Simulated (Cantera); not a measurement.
Input (Python, Cantera) and output of one run.

```python
import numpy as np
import cantera as ct

gas_names = """
    CL CL2 H HCL H2 N NH NH2 NH3 N2 N2H2 N2H4 Si SiCL SiCL2 SiCL3 SiCL4 SiH SiHCL3 SiH2 SiH2CL2 SiH3
    SiH3CL SiH4 SiN Si2 Si2N Si3
""".split()
cond_names = """
    NH4CL(a) NH4CL(b) Si(cr) Si(L) Si3N4(a)
""".split()


# ... load() reads the species with a 1 bar reference pressure and builds the phases ...
atoms = {
    'SiHCl3': {'Si': 1, 'H': 1, 'CL': 3},
    'NH3': {'N': 1, 'H': 3},
    'N2': {'N': 2},
}
top_T = {'Si3N4(a)': 2400}  # K; cautious upper limits of use, not melting points


# ... equilibrate(T, P, feed) seeds the gas with the atoms and calls Mixture.equilibrate('TP', solver="vcs", rtol=1e-11, max_steps=5000) ...
results = []
feed = {'SiHCl3': 1, 'NH3': 0.76, 'N2': 6.8}  # mol
T = 1348  # K
P = 1300  # Pa
mix = equilibrate(T, P, feed)
results.append((T, P, feed, dict(zip(mix.species_names, mix.species_moles))))
x = sorted(zip(gas.X, gas.species_names), reverse=True)
print(f"T = {T:g} K  P = {P:g} Pa  gas = {mix.phase_moles(0):.4g} mol")
print("   x: " + "  ".join(f"{s} {v:.3e}" for v, s in x if v > 0.001))
print("   condensed (mol): " + ("  ".join(f"{mix.phase(i).name} {mix.phase_moles(i):.4g}"
      for i in range(1, mix.n_phases) if mix.phase_moles(i) > 1e-12) or "none"))
```

It prints:

```
T = 1348 K  P = 1300 Pa  gas = 9.647 mol
   x: N2 6.944e-01  HCL 2.135e-01  H2 6.309e-02  SiCL4 1.726e-02  SiCL2 6.621e-03  SiCL3 4.770e-03
   condensed (mol): Si3N4(a) 0.2403
```

Cantera equilibrium calculation (NASA polynomials, part measured and part estimated; ideal gas, pure solids and liquids). The tables' values for SiCl3 are old estimates; treat these amounts as uncertain.
